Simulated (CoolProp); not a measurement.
Vapour-liquid equilibrium of ethylbenzene (1) + n-nonane (2) at 95.7 kPa; x and y are mole fractions of (1).

Values from CoolProp's multi-fluid Helmholtz-energy mixture model, Zhou 2012 and Lemmon 2006; pair parameters Bell 2016.

**Question.** Give the bubble temperature and the first vapour's composition at x = 0.275, 0.5, 0.95. Is there an azeotrope?

**Answer.** x = 0.275: 142.4 °C, y = 0.378; x = 0.5: 138.7 °C, y = 0.599; x = 0.95: 134.3 °C, y = 0.957. No azeotrope shows between x = 0.05 and 0.95.

Pair parameters are fitted to limited data, so mixtures are less certain than the pure fluids.
